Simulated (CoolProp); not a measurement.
Vapour pressure (MPa) of nitrous oxide: the reference equation beside estimates from Tc = 309.5 K, pc = 7.245 MPa, ω = 0.161. Clausius-Clapeyron is anchored at 214.5 K with a constant enthalpy of vaporisation of 14.87 kJ/mol.

The numbers come from the reference Helmholtz-energy equation of state, Lemmon 2006 in CoolProp. It is a short technical equation, of lower accuracy than the large ones.

```csv
T (K),reference,Lee-Kesler,Clausius-Clapeyron,van der Waals,Redlich-Kwong,Soave-Redlich-Kwong,Peng-Robinson
190.8,0.1441,0.1438,0.1616,0.7343,0.1959,0.1442,0.1465
195.5,0.1857,0.1854,0.2025,0.8413,0.2494,0.1857,0.1879
200.3,0.2372,0.2371,0.2521,0.9608,0.3146,0.2372,0.2391
205,0.2977,0.2978,0.3094,1.088,0.3900,0.2978,0.2992
209.8,0.3710,0.3714,0.3777,1.230,0.4799,0.3713,0.3718
214.5,0.4553,0.4562,0.4553,1.380,0.5817,0.4560,0.4555
219.3,0.5557,0.5569,0.5465,1.544,0.7010,0.5568,0.5549
224,0.6692,0.6709,0.6485,1.717,0.8339,0.6711,0.6675
228.8,0.8022,0.8043,0.7668,1.907,0.9872,0.8052,0.7995
233.5,0.9505,0.9530,0.8975,2.105,1.156,0.9549,0.9469
238.3,1.122,1.125,1.047,2.320,1.348,1.128,1.118
243,1.311,1.314,1.211,2.544,1.556,1.320,1.306
```

Absolute difference from the reference over all 12 rows, mean and median: Lee-Kesler 0.2 and 0.2 %, Clausius-Clapeyron 5.2 and 5.0 %, van der Waals 213.5 and 190.5 %, Redlich-Kwong 27.1 and 27.0 %, Soave-Redlich-Kwong 0.2 and 0.2 %, Peng-Robinson 0.5 and 0.4 %.
